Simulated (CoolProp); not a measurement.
Vapour-liquid equilibrium of n-hexane (1) + toluene (2) at 4.75 °C; x and y are mole fractions of (1).

Computed with CoolProp (multi-fluid Helmholtz-energy mixture model, Thol 2019 and Lemmon 2006; pair parameters Bell 2016).

| x | bubble pressure (kPa) | y at the bubble point | dew pressure at overall composition x (kPa) | liquid density (mol/L) |
|---|---|---|---|---|
| 0.05 | 1.817 | 0.362 | 1.276 | 9.460 |
| 0.15 | 2.807 | 0.625 | 1.411 | 9.261 |
| 0.25 | 3.597 | 0.735 | 1.578 | 9.069 |
| 0.35 | 4.259 | 0.799 | 1.789 | 8.883 |
| 0.45 | 4.840 | 0.843 | 2.063 | 8.703 |
| 0.55 | 5.375 | 0.877 | 2.433 | 8.529 |
| 0.65 | 5.889 | 0.907 | 2.957 | 8.360 |
| 0.75 | 6.400 | 0.934 | 3.737 | 8.196 |
| 0.85 | 6.923 | 0.961 | 4.946 | 8.037 |
| 0.95 | 7.466 | 0.987 | 6.708 | 7.884 |

No azeotrope shows between x = 0.05 and 0.95.

The pair parameters rest on a limited set of measurements; away from them the model extrapolates.
